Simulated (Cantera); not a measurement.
Input (Python, Cantera) and output of one run.

```python
import numpy as np
import cantera as ct

gas_names = [...]  # 151 gases of nasa_gas.yaml made of C, H, N, O, Si
cond_names = """
    C(gr) C6H6(L) C7H8(L) C8H18(L),n-octa H2O(s) H2O(L) Si(cr) Si(L) SiC(b) SiO2(Lqz) SiO2(hqz) SiO2(L)
    Si2N2O(s) Si3N4(a)
""".split()


# ... load() reads the species with a 1 bar reference pressure and builds the phases ...
atoms = {
    'Si3N4': {'Si': 3, 'N': 4},
    'CO2': {'C': 1, 'O': 2},
    'H2': {'H': 2},
}
top_T = {'C(gr)': 4500, 'SiC(b)': 3050, 'Si2N2O(s)': 2100, 'Si3N4(a)': 2400}  # K; cautious upper limits of use, not melting points


# ... equilibrate(T, P, feed) seeds the gas with the atoms and calls Mixture.equilibrate('TP', solver="vcs", rtol=1e-11, max_steps=5000) ...
results = []
feed = {'Si3N4': 1, 'CO2': 2, 'H2': 27}  # mol
T = 950  # K
P = 100000  # Pa
mix = equilibrate(T, P, feed)
results.append((T, P, feed, dict(zip(mix.species_names, mix.species_moles))))
x = sorted(zip(gas.X, gas.species_names), reverse=True)
print(f"T = {T:g} K  P = {P:g} Pa  gas = {mix.phase_moles(0):.4g} mol")
print("   x: " + "  ".join(f"{s} {v:.3e}" for v, s in x if v > 0.0001))
print("   condensed (mol): " + ("  ".join(f"{mix.phase(i).name} {mix.phase_moles(i):.4g}"
      for i in range(1, mix.n_phases) if mix.phase_moles(i) > 1e-12) or "none"))
```

Output:

```
T = 950 K  P = 100000 Pa  gas = 26.33 mol
   x: H2 8.733e-01  CH4 7.593e-02  N2 5.054e-02  NH3 1.513e-04
   condensed (mol): SiO2(hqz) 1.666  Si2N2O(s) 0.6672
```

Equilibrium computed with Cantera from the NASA thermochemical tables; the gas is ideal and each condensed phase is pure.
